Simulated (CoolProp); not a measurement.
Vapour-liquid equilibrium of cyclohexane (1) + toluene (2) at 4.26 bar; x and y are mole fractions of (1).

Values from CoolProp's multi-fluid Helmholtz-energy mixture model, Zhou 2014 and Lemmon 2006; pair parameters Bell 2016.

Problem. Give the bubble temperature and the first vapour's composition at x = 0.425, 0.5, 0.8. Is there an azeotrope?

Solution. x = 0.425: 424.2 K, y = 0.587; x = 0.5: 421.9 K, y = 0.652; x = 0.8: 414.4 K, y = 0.869. No azeotrope shows between x = 0.05 and 0.95.

The pair parameters rest on a limited set of measurements; away from them the model extrapolates.
